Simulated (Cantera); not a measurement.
Input (Python, Cantera):

```python
import numpy as np
import cantera as ct

gas = ct.Solution("gri30.yaml")
gas.TPX = 800, 1100000, {'H2': 1, 'O2': 1.14, 'N2': 6.02, 'NO': 0.023}
inlet = ct.Reservoir(gas, clone=True)
gas.equilibrate("HP")  # start burning
reactor = ct.IdealGasConstPressureReactor(gas, energy="on", clone=False)
exhaust = ct.Reservoir(gas, clone=True)
tau = [0.072, 0.021, 0.0061, 0.0018, 0.00051, 0.00015, 4.3e-05, 1.3e-05, 3.7e-06][0]
for a, b in ((inlet, reactor), (reactor, exhaust)):
    ct.MassFlowController(a, b, mdot=lambda t: reactor.mass / tau)
net = ct.ReactorNet([reactor])
show = ['H2', 'O2', 'NO', 'N2O', 'NO2', 'N2', 'OH']

rows = []
print(f"{'tau/s':>10s}{'T/K':>9s}" + "".join(f"{s:>11s}" for s in show))
for tau in [0.072, 0.021, 0.0061, 0.0018, 0.00051, 0.00015, 4.3e-05, 1.3e-05, 3.7e-06]:
    net.initial_time = 0.0
    net.advance(30 * tau)
    before = gas.X
    net.advance(40 * tau)
    drift = np.max(np.abs(gas.X - before) / (gas.X + 1e-9))
    rows.append([gas.T, *gas[show].X, drift])
    print(f"{tau:10.3e}{gas.T:9.1f}" + "".join(f"{x:11.3e}" for x in gas[show].X))
```

It prints:

```
     tau/s      T/K         H2         O2         NO        N2O        NO2         N2         OH
 7.200e-02   1707.1  2.442e-05  8.323e-02  2.963e-03  6.450e-07  2.787e-05  7.835e-01  2.521e-04
 2.100e-02   1706.5  5.919e-05  8.321e-02  2.953e-03  1.074e-06  3.830e-05  7.835e-01  3.271e-04
 6.100e-03   1705.3  1.410e-04  8.320e-02  2.939e-03  1.907e-06  5.151e-05  7.834e-01  4.522e-04
 1.800e-03   1703.0  3.251e-04  8.321e-02  2.927e-03  3.088e-06  6.058e-05  7.833e-01  6.438e-04
 5.100e-04   1697.9  7.605e-04  8.328e-02  2.922e-03  4.115e-06  5.958e-05  7.830e-01  9.398e-04
 1.500e-04   1687.6  1.725e-03  8.351e-02  2.924e-03  4.485e-06  4.987e-05  7.825e-01  1.346e-03
 4.300e-05   1664.8  3.987e-03  8.419e-02  2.929e-03  4.258e-06  3.688e-05  7.812e-01  1.889e-03
 1.300e-05   1615.6  9.280e-03  8.618e-02  2.929e-03  3.651e-06  2.591e-05  7.784e-01  2.429e-03
 3.700e-06    800.0  1.222e-01  1.393e-01  2.811e-03  1.742e-14  4.800e-12  7.357e-01  1.038e-13
```

Cantera simulation using GRI-Mech 3.0 (53 species, 325 reactions); the numbers are that mechanism's predictions, not measurements. The hydrogen kinetics of GRI-Mech 3.0 are dated; newer H2 mechanisms differ, most at raised pressure. The mechanism lacks 2 NO + O2 → 2 NO2 and HONO, so NO2 and the effect of NO are under-described below about 1400 K.
